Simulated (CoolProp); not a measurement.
Vapour-liquid equilibrium of n-butane (1) + cis-2-butene (2) at 0.385 MPa; x and y are mole fractions of (1).

Model: multi-fluid Helmholtz-energy mixture model, Bücker 2006 and Lemmon 2005; pair parameters Bell 2016, in CoolProp.

| x | bubble temperature, mixture model (°C) | bubble temperature, Raoult's law (°C) | y, mixture model | y, Raoult's law |
|---|---|---|---|---|
| 0.05 | 44.2 | 44.4 | 0.059 | 0.056 |
| 0.2 | 43.3 | 43.8 | 0.223 | 0.218 |
| 0.35 | 42.5 | 43.2 | 0.376 | 0.376 |
| 0.5 | 41.9 | 42.6 | 0.523 | 0.528 |
| 0.65 | 41.5 | 42.0 | 0.667 | 0.675 |
| 0.8 | 41.1 | 41.4 | 0.810 | 0.817 |
| 0.95 | 40.7 | 40.8 | 0.952 | 0.955 |

The largest gap from Raoult's law is -0.7 K in bubble temperature, at x = 0.35. No azeotrope shows between x = 0.05 and 0.95.

The pair parameters rest on a limited set of measurements; away from them the model extrapolates.
